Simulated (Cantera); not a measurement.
Feed: 1 mol MgCO3, 0.8 mol H2, equilibrated at 5.20 bar.

These are equilibrium values from Cantera (NASA tables, ideal gas, pure condensed phases), not measurements of a reactor. Candidate condensed phases: C, C6H6, C7H8, C8H18, H2O, Mg, MgCO3, MgO, Mg(OH)2; 116 gas species. Rates play no part.

x: gas mole fraction; n: condensed amount in mol.

```json
[
 {"T (K)": "598", "x H2O": "0.627", "x CO2": "0.0140", "x CO": "3.50e-5", "x CH4": "0.314", "x H2": "0.0454", "n MgCO3(s)": "0.798", "n MgO(s)": "0.202", "n C(graphite)": "0"},
 {"T (K)": "748", "x H2O": "0.372", "x CO2": "0.496", "x CO": "0.0126", "x CH4": "0.0598", "x H2": "0.0589", "n MgCO3(s)": "0", "n MgO(s)": "1.00", "n C(graphite)": "0.174"},
 {"T (K)": "898", "x H2O": "0.249", "x CO2": "?", "x CO": "?", "x CH4": "?", "x H2": "?", "n MgCO3(s)": "0", "n MgO(s)": "1.00", "n C(graphite)": "?"},
 {"T (K)": "1048", "x H2O": "0.238", "x CO2": "0.323", "x CO": "0.233", "x CH4": "0.00245", "x H2": "0.204", "n MgCO3(s)": "0", "n MgO(s)": "1.00", "n C(graphite)": "0"},
 {"T (K)": "1198", "x H2O": "0.266", "x CO2": "0.290", "x CO": "0.266", "x CH4": "6.54e-5", "x H2": "0.179", "n MgCO3(s)": "0", "n MgO(s)": "1.00", "n C(graphite)": "0"},
 {"T (K)": "1348", "x H2O": "0.287", "x CO2": "0.268", "x CO": "0.287", "x CH4": "3.57e-6", "x H2": "0.157", "n MgCO3(s)": "0", "n MgO(s)": "1.00", "n C(graphite)": "0"},
 {"T (K)": "1498", "x H2O": "0.303", "x CO2": "0.252", "x CO": "0.303", "x CH4": "3.44e-7", "x H2": "0.141", "n MgCO3(s)": "0", "n MgO(s)": "1.00", "n C(graphite)": "0"},
 {"T (K)": "1648", "x H2O": "0.315", "x CO2": "0.240", "x CO": "0.315", "x CH4": "5.08e-8", "x H2": "0.129", "n MgCO3(s)": "0", "n MgO(s)": "1.000", "n C(graphite)": "0"},
 {"T (K)": "1798", "x H2O": "0.325", "x CO2": "0.231", "x CO": "0.325", "x CH4": "1.04e-8", "x H2": "0.120", "n MgCO3(s)": "0", "n MgO(s)": "1.000", "n C(graphite)": "0"},
 {"T (K)": "1948", "x H2O": "0.332", "x CO2": "0.223", "x CO": "0.332", "x CH4": "?", "x H2": "0.112", "n MgCO3(s)": "0", "n MgO(s)": "1.000", "n C(graphite)": "0"},
 {"T (K)": "2098", "x H2O": "0.338", "x CO2": "0.218", "x CO": "0.338", "x CH4": "8.71e-10", "x H2": "0.106", "n MgCO3(s)": "0", "n MgO(s)": "1.000", "n C(graphite)": "0"},
 {"T (K)": "2248", "x H2O": "0.342", "x CO2": "0.213", "x CO": "0.343", "x CH4": "3.27e-10", "x H2": "0.101", "n MgCO3(s)": "0", "n MgO(s)": "1.000", "n C(graphite)": "0"}
]
```

What belongs in the gaps?


- 898, x CO2: 0.431
- 898, x CO: 0.119
- 898, x CH4: 0.0422
- 898, x H2: 0.159
- 898, n C(graphite): 0.0368
- 1948, x CH4: 2.72e-9
